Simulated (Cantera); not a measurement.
What does this Cantera script print?

```python
import numpy as np
import cantera as ct

gas_names = """
    Br Br2 Mg MgBr MgBr2 MgO Mg2 O O2 O3
""".split()
cond_names = """
    Br2(cr) Br2(L) Mg(cr) Mg(L) MgBr2(s) MgBr2(L) MgO(s) MgO(L)
""".split()


# ... load() reads the species with a 1 bar reference pressure and builds the phases ...
atoms = {
    'MgO': {'Mg': 1, 'O': 1},
    'Br2': {'Br': 2},
    'O2': {'O': 2},
}
top_T = {}  # K; cautious upper limits of use, not melting points


# ... equilibrate(T, P, feed) seeds the gas with the atoms and calls Mixture.equilibrate('TP', solver="vcs", rtol=1e-11, max_steps=5000) ...
results = []
feed = {'MgO': 1, 'Br2': 0.25, 'O2': 0.033}  # mol
T = 1400  # K
P = 13332.2  # Pa
mix = equilibrate(T, P, feed)
results.append((T, P, feed, dict(zip(mix.species_names, mix.species_moles))))
x = sorted(zip(gas.X, gas.species_names), reverse=True)
print(f"T = {T:g} K  P = {P:g} Pa  gas = {mix.phase_moles(0):.4g} mol")
print("   x: " + "  ".join(f"{s} {v:.3e}" for v, s in x if v > 0.0001))
print("   condensed (mol): " + ("  ".join(f"{mix.phase(i).name} {mix.phase_moles(i):.4g}"
      for i in range(1, mix.n_phases) if mix.phase_moles(i) > 1e-12) or "none"))
```

Result:

```
T = 1400 K  P = 13332.2 Pa  gas = 0.3425 mol
   x: Br2 5.550e-01  Br 3.454e-01  O2 9.742e-02  MgBr2 2.157e-03
   condensed (mol): MgO(s) 0.9993
```

Equilibrium computed with Cantera from the NASA thermochemical tables; the gas is ideal and each condensed phase is pure.
